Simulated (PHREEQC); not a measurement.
0.4 g of hydrous ferric oxide (600 m²/g; 0.2 weak and 0.005 strong sites per Fe, Dzombak-Morel constants, diffuse double layer) in 1 kg of water with 0.001 mol/kgw of an inert sodium salt and 0.001 mmol/kgw H3BO3, at 25 °C; the pH is set by adding NaOH or the inert anion's acid. Oxygen alone is held at its pressure in air (log pO2 = -0.68). No CO2 enters from the air. No solid was allowed to form.

The numbers come from PHREEQC with the ion-association model, wateq4f.dat.

```csv
pH,B sorbed (%),surface charge σ (C/m²),surface potential ψ (mV)
3,0.1,0.259,232
3.38,0.2,0.198,227
4.12,0.2,0.110,205
4.5,0.3,…,190
4.88,0.3,0.057,…
5.62,0.3,0.028,139
6,0.3,0.019,119
6.38,0.3,0.012,99
7.12,0.3,0.005,57
7.5,0.3,0.003,35
7.88,0.3,…,13
8.62,0.2,-0.002,…
9,0.2,-0.004,-51
```

Task: Complete the blanks.

Result: 
- 4.5, surface charge σ (C/m²): 0.080
- 4.88, surface potential ψ (mV): 174
- 7.88, surface charge σ (C/m²): 0.001
- 8.62, surface potential ψ (mV): -29

The oxide is taken as insoluble; below pH 4 it would dissolve.
